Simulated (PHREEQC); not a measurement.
A PHREEQC input (ion-association model, wateq4f.dat):

```
SOLUTION 1
  temp 25
  units mg/L
  pH 7.37
  pe 1.9
  Na 16.2
  K 1.93 charge
  Ca 12.4
  Mg 5.36
  Cl 42.9
  S(6) 5.91 as SO4
  Alkalinity 26.4 as HCO3
  Ba 2.15
END
USE solution 1
EQUILIBRIUM_PHASES 1
  CO2(g) -2 10
END
```

It stops with these messages:

```
WARNING: Maximum iterations exceeded, 100
WARNING: Maximum iterations exceeded, 100
WARNING: The program has failed to converge to a numerical solution.
ERROR:           Alkalinity has not converged. Total: 4.327004e-04	Calculated: 4.626232e-04	Residual: -2.992274e-05
ERROR: Is non-carbonate alkalinity greater than total alkalinity?
ERROR: Model failed to converge for initial solution  1.
```

**Question.** What went wrong, and how is it mended?

**Answer.** The fault: charge balance asked on the minor ion K. The line should read `K 1.93` where the input has `K 1.93 charge`. With the mend the run ends at pH 6.43 and ionic strength 0.00239 mol/kgw.
